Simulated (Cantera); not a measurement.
An adiabatic, constant-volume homogeneous reactor starts with CH₄ : O₂ : N₂ = 1 : 1.43 : 14 (molar parts), equivalence ratio 1.4, at 1673 K and 1.01 bar.

Model: GRI-Mech 3.0 (53 species, 325 reactions), integrated in Cantera.

x: mole fraction; the columns are a selection and need not sum to one.

```csv
t (s),T (K),P (bar),x CH₄,x O₂,x C₂H₂,x C₂H₆,x OH,x CH₂CO,x NO₂
2.00e-6,1673,1.01,0.0609,0.0870,<1e-12,1.85e-11,8.23e-8,<1e-12,<1e-12
5.02e-6,1673,1.01,0.0609,0.0870,<1e-12,4.00e-10,1.03e-7,<1e-12,<1e-12
1.26e-5,1673,1.01,0.0608,0.0870,1.27e-12,7.55e-9,1.41e-7,<1e-12,<1e-12
3.17e-5,1673,1.01,0.0608,0.0870,7.14e-11,1.40e-7,2.49e-7,6.45e-12,<1e-12
7.96e-5,1673,1.01,0.0607,0.0870,___,___,___,8.31e-10,<1e-12
0.000200,1674,1.01,0.0600,0.0866,3.61e-7,6.02e-5,2.15e-6,1.75e-7,<1e-12
0.000502,1777,1.09,0.0389,0.0723,0.000359,0.000793,8.89e-5,0.000298,7.69e-11
0.00126,2580,1.63,<1e-12,0.000637,<1e-12,<1e-12,0.00390,<1e-12,2.11e-8
0.00317,2592,1.63,<1e-12,0.000465,<1e-12,<1e-12,0.00337,<1e-12,3.86e-8
0.00796,2589,1.63,<1e-12,0.000447,<1e-12,<1e-12,0.00331,<1e-12,5.55e-8
0.0200,2588,1.63,<1e-12,0.000443,<1e-12,<1e-12,0.00329,<1e-12,5.96e-8
0.0502,2588,1.63,<1e-12,0.000443,<1e-12,<1e-12,0.00329,<1e-12,5.97e-8
0.126,2588,1.63,<1e-12,0.000443,<1e-12,<1e-12,0.00329,<1e-12,5.97e-8
0.317,2588,1.63,<1e-12,0.000443,<1e-12,<1e-12,0.00329,<1e-12,5.97e-8
0.796,2588,1.63,<1e-12,0.000443,<1e-12,<1e-12,0.00329,<1e-12,5.97e-8
2.00,2588,1.63,<1e-12,0.000443,<1e-12,<1e-12,0.00329,<1e-12,5.97e-8
```

Task: Complete the blanks.

Result: 
- 7.96e-5, x C₂H₂: 4.30e-9
- 7.96e-5, x C₂H₆: 2.83e-6
- 7.96e-5, x OH: 5.85e-7
